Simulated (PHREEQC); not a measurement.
A made-up water analysis in mg/L, 20 °C, pH 4.13, pe 9.8: Na 358; K 342; Ca 536; Mg 806; Cl 1040; S(6) as SO4 4180; Mn(2) 15.3; Pb 286.

Valence states are taken as typed.

Equilibrium calculation in PHREEQC: ion-association model, wateq4f.dat.

This is a speciation only: nothing precipitates in the calculation.

Problem. Order these S species by the share of S that they hold, largest first: CaSO4, PbSO4, SO4-2, MgSO4, NaSO4-.

Solution. SO4-2 (55 %), MgSO4 (29 %), CaSO4 (11 %), PbSO4 (1.6 %), NaSO4- (1.4 %)

The pH is 4.13 and the ionic strength 0.136 mol/kgw. Saturation is exceeded, for instance for Anglesite; the values hold only as long as no solid forms.
